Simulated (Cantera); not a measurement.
Cantera run:

```python
import numpy as np
import cantera as ct

gas_names = """
    B BF BF2 BF3 BH BHF2 BH2 BH3 BN BO BOF BOF2 BO2 B2 B2O B2O2 B2O3 B3O3F3 B3O3H3 F FO FO2 F2 F2O H HBO
    HBO2 HF HNO HNO2 HNO3 HOF HO2 H2 H2F2 H2O H2O2 H3B3O6 H3F3 H4F4 H5F5 H6F6 H7F7 N NF NF2 NF3 NH NH2
    NH3 NH2OH NO NO2 NO3 N2 N2H2 N2H4 N2O O OH O2 O3
""".split()
cond_names = """
    B(b) B(L) BN(s) B2O3(L) B3O3H3(cr) H2O(s) H2O(L)
""".split()


def load(file, names, dense=False):
    # The tables refer to 1 bar. Condensed volumes are neglected.
    table = {s.name: s for s in ct.Species.list_from_file(file)}
    out = []
    for n in names:
        d = dict(table[n].input_data)
        d["thermo"] = dict(d["thermo"], **{"reference-pressure": 1e5})
        if dense:
            d["equation-of-state"] = {"model": "constant-volume", "density": "1e6 g/cm^3"}
        out.append(ct.Species.from_dict(d))
    return out


gas = ct.Solution(thermo="ideal-gas", species=load("nasa_gas.yaml", gas_names))
cond = {s.name: ct.Solution(thermo="fixed-stoichiometry", species=[s], name=s.name)
        for s in load("nasa_condensed.yaml", cond_names, dense=True)}
atoms = {
    'BF3': {'B': 1, 'F': 3},
    'H2O': {'H': 2, 'O': 1},
    'N2': {'N': 2},
}
top_T = {'BN(s)': 3200}  # K; cautious upper limits of use, not melting points


def equilibrate(T, P, feed):
    n = {}
    for name, mol in feed.items():
        for a, k in atoms[name].items():
            n[a] = n.get(a, 0.0) + k * mol
    gas.TPX = T, P, n
    mass = sum(n.values()) * gas.mean_molecular_weight
    gas.equilibrate("TP")
    valid = [c for c in cond.values() if c.min_temp <= T <= top_T.get(c.name, c.max_temp)]
    mix = ct.Mixture([(gas, mass / gas.mean_molecular_weight)] + [(c, 0.0) for c in valid])
    mix.T, mix.P = T, P
    mix.equilibrate("TP", solver="vcs", rtol=1e-11, max_steps=5000)
    return mix


results = []
feed = {'BF3': 1, 'H2O': 6.2, 'N2': 74}  # mol
T = 875  # K
P = 10000  # Pa
mix = equilibrate(T, P, feed)
results.append((T, P, feed, dict(zip(mix.species_names, mix.species_moles))))
x = sorted(zip(gas.X, gas.species_names), reverse=True)
print(f"T = {T:g} K  P = {P:g} Pa  gas = {mix.phase_moles(0):.4g} mol")
print("   x: " + "  ".join(f"{s} {v:.3e}" for v, s in x if v > 1e-05))
print("   condensed (mol): " + ("  ".join(f"{mix.phase(i).name} {mix.phase_moles(i):.4g}"
      for i in range(1, mix.n_phases) if mix.phase_moles(i) > 1e-12) or "none"))
```

Result:

```
T = 875 K  P = 10000 Pa  gas = 81.45 mol
   x: N2 9.085e-01  H2O 6.592e-02  HF 1.949e-02  BF3 5.332e-03  B3O3F3 4.486e-04  H3B3O6 3.014e-04
   condensed (mol): B2O3(L) 0.1911
```

Cantera equilibrium calculation (NASA polynomials, part measured and part estimated; ideal gas, pure solids and liquids). Gases not in the tables: H3BO3.
